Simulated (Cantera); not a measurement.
Mixture: 12.5 % CH₄, 0.888 % H₂, 18.1 % O₂, 68.5 % N₂, at 5.00 bar, adiabatic and at constant volume. Ignition delay is the time to a rise of 400 K.

Detailed kinetics in Cantera: GRI-Mech 3.0 (53 species, 325 reactions). Below about 1000 K GRI-Mech 3.0 lacks low-temperature oxidation paths.

Predict: delay at 950 K; delay at 1150 K; delay at 1350 K; delay at 1550 K; delay at 1750 K; apparent activation energy between 1650 and 1850 K.


```json
{
 "delay at 950 K": "82.8 ms",
 "delay at 1150 K": "7.79 ms",
 "delay at 1350 K": "1.09 ms",
 "delay at 1550 K": "0.165 ms",
 "delay at 1750 K": "33.5 µs",
 "apparent activation energy between 1650 and 1850 K": "180 kJ/mol"
}
```
